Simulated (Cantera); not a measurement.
Equilibrium for carbon deposition, reforming and gasification: C₃H₈ + CO₂ + H₂

Feed: 1 mol C₃H₈, 0.089 mol CO₂, 0.38 mol H₂, equilibrated at 1348 K.

Method: chemical equilibrium by Gibbs-energy minimisation in Cantera with the NASA 1993 tables (ideal gas, pure condensed phases). Candidate condensed phases: C, C₆H₆, C₇H₈, C₈H₁₈, H₂O; 110 gas species. The ideal-gas law is rough above about 30 bar. Rates play no part.

From 0.0750 Torr to 75000 Torr the condensed part is C(graphite). The main C-bearing gas is CO at 0.0750 Torr and CH₄ at 75000 Torr.

```csv
P (Pa),x H₂,x CH₄,x CO,x H₂O,x CO₂,x H,n C(graphite)
10,0.961,5.38e-7,0.0390,2.19e-8,4.55e-10,0.000227,2.91
56,0.961,3.02e-6,0.0391,1.23e-7,2.55e-9,9.58e-5,2.91
320,0.961,1.72e-5,0.0391,7.00e-7,1.45e-8,4.01e-5,2.91
1800,0.961,9.69e-5,0.0391,3.94e-6,8.18e-8,1.69e-5,2.91
10000,0.960,0.000538,0.0391,2.19e-5,4.55e-7,7.17e-6,2.91
56000,0.958,0.00300,0.0390,0.000122,2.55e-6,3.03e-6,2.90
320000,0.944,0.0166,0.0390,0.000687,1.45e-5,1.26e-6,2.84
1800000,0.877,0.0808,0.0386,0.00356,8.01e-5,5.11e-7,2.59
10000000,0.680,0.270,0.0354,0.0140,0.000373,1.91e-7,2.00
```
x: gas mole fraction; n: condensed amount in mol.
